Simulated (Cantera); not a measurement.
An isothermal, constant-pressure homogeneous reactor starts with CH₂O : O₂ : N₂ = 0.0026 : 0.0023 : 1 (molar parts), equivalence ratio 1.1, at 1275 K and 7.20 bar.

Cantera simulation using GRI-Mech 3.0 (53 species, 325 reactions); the numbers are that mechanism's predictions, not measurements.

One state of this run: x CH₂O = 2.30e-11; x O₂ = 0.000319; x N₂O = 5.53e-7; x NO = 2.33e-7; x HCO = 5.84e-10; x H₂O = 0.00251. x: mole fraction; the columns are a selection and need not sum to one.

Q: Which value of t (s) does it belong to?
A. 0.00304
B. 3.14
C. 0.00965
D. 0.0977

A: A, 0.00304
